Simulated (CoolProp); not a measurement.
Vapour-liquid equilibrium of carbon dioxide (1) + carbonyl sulfide (2) at 15 bar; x and y are mole fractions of (1).

Model: multi-fluid Helmholtz-energy mixture model, Span 1996 and Lemmon 2006; pair parameters Bell 2016, in CoolProp.

Q: Give the bubble temperature and the first vapour's composition at x = 0.05, 0.2, 0.8. Is there an azeotrope?

A: x = 0.05: 21.4 °C, y = 0.222; x = 0.2: 1.4 °C, y = 0.579; x = 0.8: -24.1 °C, y = 0.923. No azeotrope shows between x = 0.05 and 0.95.

Pair parameters are fitted to limited data, so mixtures are less certain than the pure fluids.
